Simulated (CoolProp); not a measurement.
Ethanol at 293.15 K and 0.173 MPa flows at 4.1 m/s in a round tube of 2 mm bore and 1.5 µm roughness, fully developed (64/Re and Nu = 3.66 if laminar; Colebrook and Gnielinski if turbulent). Each further row changes one setting.

Values from CoolProp's reference Helmholtz-energy equation of state, Schroeder 2014.

```json
[
 {"case": "as stated", "Reynolds number": "5420", "Darcy friction factor": "0.0374", "pressure drop (Pa/m)": "124000", "heat-transfer coefficient (W/(m² K))": "4960", "mass flow (kg/h)": "36.6"},
 {"case": "velocity 8.2 m/s", "Reynolds number": "10800", "Darcy friction factor": "0.0314", "pressure drop (Pa/m)": "417000", "heat-transfer coefficient (W/(m² K))": "9970", "mass flow (kg/h)": "73.2"},
 {"case": "diameter 4 mm", "Reynolds number": "10800", "Darcy friction factor": "0.0308", "pressure drop (Pa/m)": "51100", "heat-transfer coefficient (W/(m² K))": "4930", "mass flow (kg/h)": "146"}
]
```

Viscosity comes from a separate model (Kiselev 2005). Thermal conductivity comes from a separate model (Assael 2013).
